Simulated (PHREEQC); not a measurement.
Make-up at 10 °C: 2.1 mmol/kgw PbCl2, 0.3 mmol/kgw KBr and 0.12 mmol/kgw Na2SO4. Closed to the air; pH follows from the charge balance.

Computed with PHREEQC (ion-association model, wateq4f.dat).

This is a speciation only: nothing precipitates in the calculation.

### Question
What pH, ionic strength does the model give?

### Answer
pH 5.28; ionic strength 0.00645 mol/kgw.

### Question
In which forms is S present?

### Answer
SO4-2 64 %, PbSO4 35 % of the S.

Saturation is exceeded, for instance for Anglesite, Larnakite; the values hold only as long as no solid forms. At this temperature some constants are extrapolated from 25 °C, and those without enthalpy data are left unchanged.
